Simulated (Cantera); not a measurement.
Input: 1 mol Si, 0.5 mol Br₂, 0.17 mol N₂, equilibrated at 998.15 K and 12000 Pa.

Cantera equilibrium calculation (NASA polynomials, part measured and part estimated; ideal gas, pure solids and liquids). Candidate condensed phases: Br₂, Si, Si₃N₄; 13 gas species. N₂ is the only nitrogen source here; it is nearly inert below about 1500 K, so the nitride shown seldom forms there in practice. The tables' values for SiBr₃ are old estimates; treat these amounts as uncertain. Rates play no part.

Base state: SiBr₄ 0.991, SiBr₂ 0.00490, SiBr₃ 0.00441 (mole fractions); condensed: Si(s) + Si₃N₄(s).

**Question.** What changes in the equilibrium state with this change: 0.63 mol H₂ added?

**Answer.** 
```tsv
species	before	after
H₂	0	0.682
SiBr₄	0.991	0.256
HBr	0	0.0397
SiHBr₃	0	0.0177
SiH₂Br₂	0	0.000575
SiBr₃	0.00441	0.00160
SiBr₂	0.00490	0.00249
Si(s), mol	0.494	0.498
Si₃N₄(s), mol	0.0850	0.0850
```

**Question.** What changes in the equilibrium state with this change: temperature from 998.15 K to 823.15 K?

**Answer.** 
```csv
species,before,after
SiBr₄,0.991,1.000
SiBr₃,0.00441,0.000283
SiBr₂,0.00490,0.000103
"Si(s), mol",0.494,0.495
"Si₃N₄(s), mol",0.0850,0.0850
```
